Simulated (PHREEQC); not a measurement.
3.1 g of hydrous ferric oxide (600 m²/g; 0.2 weak and 0.005 strong sites per Fe, Dzombak-Morel constants, diffuse double layer) in 1 kg of water with 0.001 mol/kgw of an inert sodium salt and 6.6e-05 mol Na2SeO4 and 0.00027 mol NaF, at 25 °C; the pH is set by adding NaOH or the inert anion's acid. Oxygen alone is held at its pressure in air (log pO2 = -0.68). The system is closed to CO2. Precipitation was switched off in this run.

Equilibrium calculation in PHREEQC: ion-association model, wateq4f.dat.

### Question
Predict Se sorbed (%), F sorbed (%), surface charge σ (C/m²), surface potential ψ (mV) at pH = 3, 7, 7.67, 11.

### Answer
```csv
pH,Se sorbed (%),F sorbed (%),surface charge σ (C/m²),surface potential ψ (mV)
3,100.0,99.7,0.279,215
7,75.2,69.0,0.006,59
7.67,15.9,35.8,0.002,24
11,0.0,0.1,-0.064,-152
```

Complexes and solids missing from the database can't appear. The oxide is taken as insoluble; below pH 4 it would dissolve.
